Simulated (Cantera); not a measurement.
Catalytic combustion on Pt

An isothermal plug-flow reactor at 800 K and 285 Torr (inlet), inlet velocity 0.4 m/s, active area per volume 480 1/m; feed H2 : O2 : N2 : H2O = 0.015 : 0.19 : 0.79 : 0.012 (molar parts).

Model: Deutschmann's 1995 Pt surface mechanism with GRI-Mech 3.0 gas chemistry, integrated in Cantera. Catalytic surfaces can have several steady states; this one follows from the mechanism file's or the stated starting coverage. Mass transfer to the wall is taken as infinitely fast.

```csv
z (m),x H2,x O2,x H2O,θ free Pt,θ O*,θ OH*
0.00038,0.00373,0.184,0.0232,0.0620,0.936,0.00250
0.00074,0.00166,0.183,0.0253,0.0500,0.948,0.00231
0.0014,0.000469,0.183,0.0265,0.0443,0.953,0.00221
0.0027,4.66e-5,0.183,0.0270,0.0424,0.955,0.00218
0.0053,4.99e-7,0.183,0.0270,0.0423,0.956,0.00217
0.01,1.38e-10,0.183,0.0270,0.0423,0.956,0.00217
0.02,<1e-12,0.183,0.0270,0.0423,0.956,0.00217
0.038,<1e-12,0.183,0.0270,0.0423,0.956,0.00217
```
x: gas mole fraction; θ: surface coverage.
